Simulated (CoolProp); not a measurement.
Vapour pressure (MPa) of n-pentane: the reference equation beside estimates from Tc = 469.7 K, pc = 3.368 MPa, ω = 0.251.

Model: reference Helmholtz-energy equation of state, Thol 2019, in CoolProp.

| T (K) | reference | Redlich-Kwong | Peng-Robinson |
|---|---|---|---|
| 312.4 | 0.1128 | 0.1883 | 0.1126 |
| 326.3 | ___ | 0.2761 | 0.1747 |
| 340.2 | 0.2617 | 0.3902 | 0.2606 |
| 354.1 | 0.3771 | 0.5344 | 0.3758 |
| 368 | ___ | 0.7126 | 0.5261 |
| 381.8 | 0.7169 | 0.9266 | 0.7164 |
| 395.7 | 0.9550 | 1.183 | 0.9562 |
| 409.6 | 1.247 | 1.484 | 1.251 |
| 423.5 | 1.602 | ___ | 1.610 |
| 437.4 | 2.027 | 2.231 | ___ |
| 451.3 | ___ | 2.683 | 2.551 |

### Question
What belongs in the gaps?

### Answer

- 326.3, reference: 0.1754
- 368, reference: 0.5273
- 423.5, Redlich-Kwong: 1.832
- 437.4, Peng-Robinson: 2.040
- 451.3, reference: 2.535

Absolute difference from the reference over all 11 rows, mean and median: Redlich-Kwong 32.1 and 29.3 %, Peng-Robinson 0.4 and 0.3 %.
